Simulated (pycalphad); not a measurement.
Computed with pycalphad from the COST 507 light-alloy database (1999), at 1 atm. The data set is of 1999 and partly superseded. Phase fractions are per mole of atoms. Diffusion is slow at the low end, where real alloys seldom reach equilibrium.

### Question
Give the equilibrium state of Ti-0.04271C (wt.%) at 610 K.

### Answer
hcp, fraction 0.997, with 0.01 C wt.%; fcc, fraction 0.003, with 12.6 C wt.%.

The fcc model also describes the rock-salt carbide or nitride (TiC, TiN, HfC).
